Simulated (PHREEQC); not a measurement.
Make-up at 26 °C: 0.0049 mol Pb(NO3)2, 4e-05 mol CuCl2, 0.00024 mol H2SO4 and 0.0014 mol Na2SO4 per kg of water. Closed to the air; pH follows from the charge balance.

Computed with PHREEQC (ion-association model, phreeqc.dat).

Precipitation was switched off in this run.

What pH, specific conductance does the model give?

pH 3.39; specific conductance 1520 µS/cm.

In which forms is Pb present?

Pb+2 79 %, PbSO4 14 %, PbNO3+ 6.6 % of the Pb.

The solution is supersaturated, for example in Anglesite, so a real one may precipitate; this is no full list.
